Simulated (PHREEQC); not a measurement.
**Spent oxide etchant: an equilibrium model**

Dissolve 48 mmol/kgw HF, 12 mmol/kgw (NH4)2SiF6, 33 mmol/kgw HBF4 and 0.25 mmol/kgw H2SO4 at 20 °C. Closed to the air; pH follows from the charge balance.

Model: ion-association model, wateq4f.dat, run in PHREEQC.

Each row changes one thing in this solution. No solid was allowed to form.

```csv
case,pH,ionic strength (mol/kgw),HF (mol/kgw),H2F2 (mol/kgw),F- (mol/kgw),HF2- (mol/kgw),SI of Quartz (SiO2)
as made,1.53,0.0708,0.0377,0.00451,0.00121,0.000171,-4.37
temperature from 20 to 35 °C,1.54,0.0706,0.0409,0.00307,0.00102,0.000174,-3.52
HBF4 from 0.033 to 0.0297 mol/kgw,1.57,0.0677,0.0376,0.00448,0.00132,0.000186,-4.44
HBF4 left out,2.25,0.0427,0.0340,0.00363,0.00540,0.000682,-5.45
0.021 mol/kgw H3PO4 added,1.48,0.0752,0.0379,0.00454,0.00109,0.000154,-4.29
diluted 10-fold with water,2.42,0.00774,0.00496,7.68e-5,0.00104,1.91e-5,-1.60
temperature from 20 to 10 °C,1.53,0.0710,0.0354,0.00560,0.00134,0.000160,-4.92
diluted 100-fold with water,3.07,0.00118,0.00107,3.55e-6,0.000955,3.76e-6,-0.14
```

Complexes and solids missing from the database can't appear. H3PO4, which wateq4f.dat lacks, is added to it with the constant of phreeqc.dat. At this temperature some constants are extrapolated from 25 °C, and those without enthalpy data are left unchanged. SiF6-2 is the database's only silicon fluoride. Real BF4- forms and hydrolyses slowly; the run takes it at equilibrium.
